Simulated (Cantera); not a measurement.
Input: 1 mol acetone, 0.012 mol O₂, 4.6 mol H₂, equilibrated at 1298.15 K.

Method: chemical equilibrium by Gibbs-energy minimisation in Cantera with the NASA 1993 tables (ideal gas, pure condensed phases). Candidate condensed phases: C, C₆H₆, C₇H₈, C₈H₁₈, H₂O; 110 gas species. The feed counts by its element totals alone. The ideal-gas law is rough above about 30 bar. Kinetics and transport are ignored.

log p: log10 of the partial pressure in bar; n: condensed amount in mol.

| P (Pa) | log p H₂ | log p CH₄ | log p CO | log p H₂O | log p CO₂ | log p C₂H₆ | n C(graphite) |
|---|---|---|---|---|---|---|---|
| 10 | -4.05 | -10.21 | -4.93 | -11.01 | -12.13 | <-16 | 1.98 |
| 100 | -3.05 | -8.21 | -3.93 | -9.01 | -10.13 | <-15 | 1.98 |
| 1000 | -2.05 | -6.21 | -2.93 | -7.01 | -8.13 | [?] | 1.98 |
| 10000 | -1.06 | -4.21 | -1.93 | -5.01 | -6.13 | [?] | 1.97 |
| 100000 | -0.06 | -2.22 | -0.93 | -3.02 | -4.13 | [?] | 1.93 |
| 1000000 | 0.91 | -0.27 | 0.06 | -1.05 | -2.15 | [?] | 1.62 |
| 10000000 | 1.76 | 1.43 | 0.98 | 0.71 | -0.31 | [?] | 0.599 |

### Question
Complete the blanks.

### Answer

- 1000, log p C₂H₆: -13.23
- 10000, log p C₂H₆: -10.23
- 100000, log p C₂H₆: -7.24
- 1000000, log p C₂H₆: -4.33
- 10000000, log p C₂H₆: -1.78
